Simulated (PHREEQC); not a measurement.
Synthetic water in mmol/kgw, 25 °C, pH 7.26, pe 9.6:

| constituent | mmol/kgw |
|---|---|
| Na | 146 |
| K | 4.66 |
| Ca | 3.03 |
| Mg | 10.7 |
| Cl | 157 |
| S(6) | 6.01 |
| Alkalinity (meq/kgw) | 1.39 |
| Br | 0.0264 |
| B | 0.029 |

Valence states are taken as typed.

Model: ion-association model, wateq4f.dat, run in PHREEQC.

```json
{
  "ionic_strength": "0.188 mol/kgw",
  "activity_of_water": "0.994",
  "charge_balance_error": "2.2 %"
}
```

```json
[
 {"species": "Cl-", "molality": "0.157", "activity": "0.113", "log γ": "-0.145"},
 {"species": "Na+", "molality": "0.145", "activity": "0.108", "log γ": "-0.127"},
 {"species": "Mg+2", "molality": "0.00974", "activity": "0.00339", "log γ": "-0.458"},
 {"species": "K+", "molality": "0.00462", "activity": "0.00331", "log γ": "-0.145"},
 {"species": "SO4-2", "molality": "0.00399", "activity": "0.00119", "log γ": "-0.524"},
 {"species": "Ca+2", "molality": "0.00281", "activity": "0.000918", "log γ": "-0.485"},
 {"species": "HCO3-", "molality": "0.00125", "activity": "0.000939", "log γ": "-0.125"},
 {"species": "MgSO4", "molality": "0.000909", "activity": "0.000949", "log γ": "0.019"},
 {"species": "NaSO4-", "molality": "0.000865", "activity": "0.000649", "log γ": "-0.125"}
]
```

This is a speciation only: nothing precipitates in the calculation.
